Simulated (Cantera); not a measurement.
Input (Python, Cantera) and output of one run.

```python
import numpy as np
import cantera as ct

gas_names = """
    H HO2 H2 H2O H2O2 Mg MgH MgO MgOH MgO2H2 Mg2 O OH O2 O3 Si SiH SiH2 SiH3 SiH4 SiO SiO2 Si2 Si3
""".split()
cond_names = """
    H2O(s) H2O(L) Mg(cr) Mg(L) MgO(s) MgO(L) MgO2H2(s) MgSiO3(I) MgSiO3(II) MgSiO3(III) MgSiO3(L)
    Mg2SiO4(s) Mg2SiO4(L) Si(cr) Si(L) SiO2(Lqz) SiO2(hqz) SiO2(L)
""".split()


# ... load() reads the species with a 1 bar reference pressure and builds the phases ...
atoms = {
    'SiO2': {'Si': 1, 'O': 2},
    'MgO': {'Mg': 1, 'O': 1},
    'H2O': {'H': 2, 'O': 1},
}
top_T = {}  # K; cautious upper limits of use, not melting points


# ... equilibrate(T, P, feed) seeds the gas with the atoms and calls Mixture.equilibrate('TP', solver="vcs", rtol=1e-11, max_steps=5000) ...
results = []
T = 1150  # K
P = 590000  # Pa
for m in [0.13, 0.22, 0.35, 0.57, 0.93, 1.5, 2.5]:
    feed = {'SiO2': 1, 'MgO': m, 'H2O': 2.7}  # mol
    mix = equilibrate(T, P, feed)
    results.append((T, P, feed, dict(zip(mix.species_names, mix.species_moles))))

top = {s: max(r[3][s] / sum(r[3][g] for g in gas_names) for r in results) for s in gas_names}
cols = sorted((s for s in top if top[s] > 0.0001), key=lambda s: -top[s])[:6]
seen = [c for c in cond_names if any(r[3].get(c, 0) > 1e-12 for r in results)]
print("log10 of partial pressures in bar; condensed amounts in mol")
print(f"{'n(MgO)':>10s}" + "".join(f"{s[:9]:>10s}" for s in cols + seen))
for T, P, feed, n in results:
    ng = sum(n[g] for g in gas_names)
    print(f"{feed['MgO']:10.4g}" + "".join(f"{np.log10(max(n[s] / ng * P / 1e5, 1e-99)):10.3f}" for s in cols)
          + "".join(f"{n.get(c, 0):10.4g}" for c in seen))
```

Result:

```
log10 of partial pressures in bar; condensed amounts in mol
    n(MgO)       H2O    MgO(s) MgSiO3(II Mg2SiO4(s SiO2(hqz)
      0.13     0.771         0      0.13         0      0.87
      0.22     0.771         0      0.22         0      0.78
      0.35     0.771         0      0.35         0      0.65
      0.57     0.771         0      0.57         0      0.43
      0.93     0.771         0      0.93         0      0.07
       1.5     0.771         0       0.5       0.5         0
       2.5     0.771       0.5         0         1         0
```

These are equilibrium values from Cantera (NASA tables, ideal gas, pure condensed phases), not measurements of a reactor. Mutual solubility and eutectic melting of coexisting phases are not modelled. The tables hold silica as quartz up to 1696 K and as liquid above; real silica turns to tridymite and cristobalite and melts near 1996 K. Condensed phases not in the tables: alloys, solid solutions and most ternary compounds.
